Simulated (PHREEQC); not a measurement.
Synthetic water in mmol/kgw, 25 °C, pH 3.08, pe 9.5:

```
constituent  mmol/kgw
-----------  --------
Na               4.53
K                3.51
Ca               15.4
Mg               9.39
Cl               5.34
S(6)             27.5
Zn               0.66
```

Valence states are taken as typed.

All values are PHREEQC results (ion-association model, phreeqc.dat), not measurements.

### Question
The ionic strength comes out as 0.0735 mol/kgw. What activity coefficients do CaHSO4+, Na+, KSO4-, H+, Mg+2 get?

### Answer
CaHSO4+ 0.80, Na+ 0.80, KSO4- 0.81, H+ 0.84, Mg+2 0.44.

No solid was allowed to form. Examples of supersaturated solids here: Gypsum. Others may be too.
